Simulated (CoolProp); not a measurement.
The fluid at 298.15 K and 8.19 MPa is throttled through a valve to 3.96 MPa with no heat exchange. The same conditions are run with several fluids, on thermodynamics alone (safety and materials aside).

The numbers come from the reference Helmholtz-energy equation of state of each fluid (CH3F (R41): Lemmon 2006; 1,2-dichloroethane: Thol 2015; ammonia: Gao 2020; n-hexane: Thol 2019; hexamethyldisiloxane (MM): Thol 2016) in CoolProp.

```json
[
 {"fluid": "CH3F (R41)", "temperature change (K)": "[?]", "final density (kg/m³)": "595"},
 {"fluid": "1,2-dichloroethane", "temperature change (K)": "+1.7", "final density (kg/m³)": "[?]"},
 {"fluid": "ammonia", "temperature change (K)": "+0.4", "final density (kg/m³)": "[?]"},
 {"fluid": "n-hexane", "temperature change (K)": "+1.7", "final density (kg/m³)": "[?]"},
 {"fluid": "hexamethyldisiloxane (MM)", "temperature change (K)": "[?]", "final density (kg/m³)": "[?]"}
]
```

### Question
Fill in the missing entries.

### Answer

- CH3F (R41), temperature change (K): -3.0
- 1,2-dichloroethane, final density (kg/m³): 1250
- ammonia, final density (kg/m³): 605
- n-hexane, final density (kg/m³): 658
- hexamethyldisiloxane (MM), temperature change (K): +1.8
- hexamethyldisiloxane (MM), final density (kg/m³): 764
